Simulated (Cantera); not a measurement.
An isothermal, constant-pressure homogeneous reactor starts with NO : N₂ : H₂O = 1 : 2.9 : 0.33 (molar parts), at 1800 K and 20.0 Torr.

Detailed kinetics in Cantera: GRI-Mech 3.0 (53 species, 325 reactions). Radical loss at walls, strong at low pressure, is not modelled.

x: mole fraction; the columns are a selection and need not sum to one.

| t (s) | x NO | x O₂ | x N₂O | x NO₂ | x N₂ | x O |
|---|---|---|---|---|---|---|
| 0.000100 | 0.236 | 4.92e-12 | 3.44e-8 | 1.11e-10 | 0.686 | 2.72e-8 |
| 0.000538 | 0.236 | 9.42e-11 | 1.84e-7 | 3.84e-9 | 0.686 | 6.50e-8 |
| 0.00289 | 0.236 | 1.47e-9 | 9.68e-7 | 1.34e-7 | 0.686 | 7.81e-8 |
| 0.0156 | 0.236 | 8.20e-8 | 4.58e-6 | 3.15e-6 | 0.686 | 2.81e-7 |
| 0.0837 | 0.236 | … | … | … | 0.685 | … |
| 0.450 | 0.236 | 0.000605 | 9.52e-6 | 6.08e-6 | 0.685 | 1.70e-5 |
| 2.42 | 0.232 | 0.00211 | 8.49e-6 | 9.04e-6 | 0.687 | 3.74e-5 |
| 13.0 | 0.217 | 0.00980 | 8.16e-6 | 1.86e-5 | 0.695 | 7.73e-5 |
| 70.0 | … | … | … | … | 0.731 | … |

Question: Complete the blanks.

Answer: 
- 0.0837, x O₂: 7.06e-5
- 0.0837, x N₂O: 1.29e-5
- 0.0837, x NO₂: 1.65e-5
- 0.0837, x O: 6.35e-6
- 70.0, x NO: 0.145
- 70.0, x O₂: 0.0451
- 70.0, x N₂O: 3.93e-6
- 70.0, x NO₂: 2.73e-5
- 70.0, x O: 0.000162
